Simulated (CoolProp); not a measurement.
Model: reference Helmholtz-energy equation of state, de Reuck 1993, in CoolProp.

Problem. For methanol, give the phase and the speed of sound (m/s), expansivity (1/kK), fugacity coefficient at 441.9 K and 131 bar; 501.3 K and 131 bar.

Solution. 
- 441.9 K and 131 bar: liquid; speed of sound 751, expansivity 2.24, fugacity coefficient 0.156
- 501.3 K and 131 bar: liquid; speed of sound 491, expansivity 5.27, fugacity coefficient 0.387
